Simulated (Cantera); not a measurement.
Cantera run:

```python
import numpy as np
import cantera as ct

gas_names = """
    AL ALH ALN AL2 H H2 N NH NH2 NH3 N2 N2H2 N2H4
""".split()
cond_names = """
    AL(cr) AL(L) ALN(s)
""".split()


def load(file, names, dense=False):
    # The tables refer to 1 bar. Condensed volumes are neglected.
    table = {s.name: s for s in ct.Species.list_from_file(file)}
    out = []
    for n in names:
        d = dict(table[n].input_data)
        d["thermo"] = dict(d["thermo"], **{"reference-pressure": 1e5})
        if dense:
            d["equation-of-state"] = {"model": "constant-volume", "density": "1e6 g/cm^3"}
        out.append(ct.Species.from_dict(d))
    return out


gas = ct.Solution(thermo="ideal-gas", species=load("nasa_gas.yaml", gas_names))
cond = {s.name: ct.Solution(thermo="fixed-stoichiometry", species=[s], name=s.name)
        for s in load("nasa_condensed.yaml", cond_names, dense=True)}
atoms = {
    'AlN': {'AL': 1, 'N': 1},
    'H2': {'H': 2},
}
top_T = {'ALN(s)': 2750}  # K; cautious upper limits of use, not melting points


def equilibrate(T, P, feed):
    n = {}
    for name, mol in feed.items():
        for a, k in atoms[name].items():
            n[a] = n.get(a, 0.0) + k * mol
    gas.TPX = T, P, n
    mass = sum(n.values()) * gas.mean_molecular_weight
    gas.equilibrate("TP")
    valid = [c for c in cond.values() if c.min_temp <= T <= top_T.get(c.name, c.max_temp)]
    mix = ct.Mixture([(gas, mass / gas.mean_molecular_weight)] + [(c, 0.0) for c in valid])
    mix.T, mix.P = T, P
    mix.equilibrate("TP", solver="vcs", rtol=1e-11, max_steps=5000)
    return mix


results = []
feed = {'AlN': 1, 'H2': 210}  # mol
P = 1000  # Pa
for T in [1250, 1300, 1350, 1400, 1450, 1500, 1550, 1600, 1650, 1700, 1750, 1800]:
    mix = equilibrate(T, P, feed)
    results.append((T, P, feed, dict(zip(mix.species_names, mix.species_moles))))

top = {s: max(r[3][s] / sum(r[3][g] for g in gas_names) for r in results) for s in gas_names}
cols = sorted((s for s in top if top[s] > 1e-05), key=lambda s: -top[s])[:8]
seen = [c for c in cond_names if any(r[3].get(c, 0) > 1e-12 for r in results)]
print("log10 of partial pressures in bar; condensed amounts in mol")
print(f"{'T/K':>10s}" + "".join(f"{s[:9]:>10s}" for s in cols + seen))
for T, P, feed, n in results:
    ng = sum(n[g] for g in gas_names)
    print(f"{T:10.4g}" + "".join(f"{np.log10(max(n[s] / ng * P / 1e5, 1e-99)):10.3f}" for s in cols)
          + "".join(f"{n.get(c, 0):10.4g}" for c in seen))
```

Output:

```
log10 of partial pressures in bar; condensed amounts in mol
       T/K        H2        AL         H        N2       ALH    ALN(s)
      1250    -2.000    -9.717    -7.316    -9.879   -10.128         1
      1300    -2.000    -9.022    -6.956    -9.212    -9.550         1
      1350    -2.000    -8.381    -6.623    -8.592    -9.017    0.9999
      1400    -2.000    -7.787    -6.313    -8.015    -8.524    0.9996
      1450    -2.000    -7.236    -6.024    -7.477    -8.067    0.9986
      1500    -2.000    -6.722    -5.754    -6.974    -7.641    0.9955
      1550    -2.000    -6.242    -5.502    -6.502    -7.243    0.9868
      1600    -2.000    -5.794    -5.265    -6.060    -6.871    0.9634
      1650    -2.001    -5.373    -5.042    -5.644    -6.523    0.9046
      1700    -2.001    -4.978    -4.832    -5.253    -6.195    0.7649
      1750    -2.003    -4.605    -4.635    -4.884    -5.888    0.4488
      1800    -2.005    -4.345    -4.448    -4.627    -5.689         0
```

Cantera equilibrium calculation (NASA polynomials, part measured and part estimated; ideal gas, pure solids and liquids).
